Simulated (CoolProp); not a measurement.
R124 along the isotherm 196.85 °C: Z from the reference equation and from simpler models built on Tc = 122.3 °C, pc = 3.624 MPa, ω = 0.288; each cubic takes its own stable root.

Model: reference Helmholtz-energy equation of state, de Vries 1995, in CoolProp.

```
p (MPa)          phase  reference
-------  -------------  ---------
0.453              gas     0.9762
0.906              gas     0.9520
1.36               gas     0.9273
1.81               gas     0.9025
2.27               gas     0.8768
2.72               gas     0.8512
3.17               gas     0.8253
3.62               gas     0.7990
4.08     supercritical     0.7719
4.53     supercritical     0.7452
4.98     supercritical     0.7186
5.44     supercritical     0.6918
```

Q: How far does each simpler model (Redlich-Kwong, Peng-Robinson) lie from the reference over these 12 states: mean and median of the absolute difference, and the worst?

A: 
- Redlich-Kwong: mean 2.3 %, median 2.0 %, worst -5.2 % at 196.85 °C and 5.44 MPa
- Peng-Robinson: mean 1.2 %, median 1.4 %, worst -1.8 % at 196.85 °C and 3.62 MPa
